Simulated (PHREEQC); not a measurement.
**Polishing slurry liquid: an equilibrium model**

Consider water at 20 °C with 0.2 mol/kgw KOH, 0.03 mol/kgw K2SO4 and 0.33 mol/kgw KH2PO4. Closed to the air; pH follows from the charge balance.

Equilibrium calculation in PHREEQC: ion-association model, phreeqc.dat.

No solid was allowed to form.

### Question
Estimate the pH, activity of water.

### Answer
pH 6.78; activity of water 0.985.

### Question
In which forms is P present?

### Answer
HPO4-2 51 %, H2PO4- 39 %, KHPO4- 9.5 % of the P.

The ionic strength is past about 0.7 mol/kgw, beyond the range of this activity model, so the values are rough.
